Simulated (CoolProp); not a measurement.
The fluoroketone C6F12O (FK-5-1-12) along the isobar 982 kPa: fugacity coefficient from the reference equation and from simpler models built on Tc = 441.8 K, pc = 1869 kPa, ω = 0.471; each cubic takes its own stable root.

Computed with CoolProp (reference Helmholtz-energy equation of state, McLinden 2015).

```tsv
T (K)	phase	reference
324.9	liquid	0.1133
331.4	liquid	0.1387
337.9	liquid	0.1680
344.5	liquid	0.2019
351	liquid	0.2396
357.5	liquid	0.2816
364	liquid	0.3281
370.5	liquid	0.3791
377	liquid	0.4345
383.5	liquid	0.4942
390.1	liquid	0.5591
396.6	liquid	0.6270
403.1	liquid	0.6982
409.6	gas	0.7611
```

### Question
How far does each simpler model (van der Waals, Soave-Redlich-Kwong, Peng-Robinson) lie from the reference over these 14 states: mean and median of the absolute difference, and the worst?

### Answer
- van der Waals: mean 114.4 %, median 97.5 %, worst +287.9 % at 324.9 K and 982 kPa
- Soave-Redlich-Kwong: mean 2.0 %, median 2.1 %, worst +2.4 % at 383.5 K and 982 kPa
- Peng-Robinson: mean 0.3 %, median 0.2 %, worst -1.2 % at 409.6 K and 982 kPa

At some of these states van der Waals gives the other phase, because its saturation line lies elsewhere.
